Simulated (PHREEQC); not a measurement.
**Polishing slurry liquid: speciation**

Make-up at 33 °C: 0.045 mol/kgw HNO3, 4.1e-05 mol/kgw H4SiO4 and 0.08 mol/kgw H3BO3. Closed to the air; pH follows from the charge balance.

Model: ion-association model, phreeqc.dat, run in PHREEQC.

No solid was allowed to form.

Problem. What pH, specific conductance does the model give?

Solution. pH 1.41; specific conductance 19700 µS/cm.
